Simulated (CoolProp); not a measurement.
A single-stage vapour-compression cycle with R245fa: evaporating at 273.15 K (dew point), condensing at 317.15 K (bubble point), superheat 8 K, subcooling 5 K, compressor efficiency 0.75, no pressure losses. Each further row changes one setting.

Computed with CoolProp (reference Helmholtz-energy equation of state, Akasaka 2015).

```csv
case,cooling COP,pressure ratio,discharge temperature (K),refrigerating effect (kJ/kg),volumetric capacity (kJ/m³)
as stated,4.04,5.36,331.1,160,502
evaporating temperature 278.15 K,4.74,4.29,329.9,164,634
condensing temperature 312.15 K,4.68,4.55,326.1,167,523
subcooling 10 K,4.21,5.36,331.1,167,523
superheat 18 K,4.09,5.36,341.5,169,509
compressor efficiency 0.65,3.50,5.36,337.4,160,502
```
